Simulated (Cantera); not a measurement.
Carbon deposition, reforming and gasification: C2H2 + H2O + N2 + NH3

A closed system holds: 1 mol C2H2, 0.036 mol H2O, 14 mol N2, 0.0048 mol NH3, at 1.00 bar.

Method: chemical equilibrium by Gibbs-energy minimisation in Cantera with the NASA 1993 tables (ideal gas, pure condensed phases). Candidate condensed phases: C, C6H6, C7H8, C8H18, H2O; 136 gas species. Equilibrium is a limit: real reactors are often held back by kinetics, nucleation or transport.

```tsv
T (K)	x N2	x H2	x HCN	x H	x CO	x HNC	n C(graphite)
1373	0.928	0.0691	0.000101	8.75e-7	0.00239	1.08e-6	1.96
1523	0.928	0.0690	0.000314	6.07e-6	0.00239	5.70e-6	1.96
1673	0.928	0.0687	0.000796	2.99e-5	0.00239	2.22e-5	1.95
1823	0.927	0.0682	0.00172	0.000113	0.00239	6.89e-5	1.94
1973	0.927	0.0672	0.00330	0.000350	0.00239	0.000179	1.91
2123	0.925	0.0655	0.00572	0.000918	0.00239	0.000401	1.87
2273	0.922	0.0628	0.00912	0.00211	0.00238	0.000801	1.81
2423	0.919	0.0589	0.0135	0.00430	0.00238	0.00144	1.72
```
x: gas mole fraction; n: condensed amount in mol.

From 1373 K to 2423 K the condensed part is C(graphite). The main C-bearing gas is CO at 1373 K and HCN at 2423 K. The share of C in condensed phases is highest at 1373 K (98.1 %) and lowest at 2423 K (86.1 %).
